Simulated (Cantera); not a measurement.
# Moist CO burnout

A perfectly stirred reactor is fed with CO : O2 : H2O : N2 = 0.0031 : 0.038 : 0.0028 : 1 (molar parts), at 570 Torr; it is held at 1425 K, and followed from long to short residence time.

Model: GRI-Mech 3.0 (53 species, 325 reactions), integrated in Cantera.

```
τ (s)        x CO    x O2    x H2O       x O     x NO    x H2O2    x N2O
-------  --------  ------  -------  --------  -------  --------  -------
7.6       1.08e-5  0.0350  0.00268   4.55e-6  1.21e-6  7.85e-10  2.91e-7
2.4       2.38e-5  0.0350  0.00267   9.31e-6  1.31e-6   1.53e-9  5.02e-7
0.73      5.36e-5  0.0350  0.00267   1.97e-5  1.28e-6   3.00e-9  7.60e-7
0.22     0.000120  0.0350  0.00266   4.21e-5  1.04e-6   5.79e-9  9.33e-7
0.070    0.000255  0.0350  0.00265   8.53e-5  7.06e-7   1.03e-8  9.30e-7
0.021    0.000544  0.0351  0.00262  0.000169  3.97e-7   1.74e-8  7.85e-7
0.0066    0.00106  0.0353  0.00260  0.000286  1.89e-7   2.49e-8  5.77e-7
0.0020    0.00188  0.0357  0.00259  0.000347  5.03e-8   2.66e-8  3.10e-7
0.00063   0.00269  0.0362  0.00264  0.000156  1.94e-9   1.10e-8  5.83e-8
```
x: mole fraction; the columns are a selection and need not sum to one.
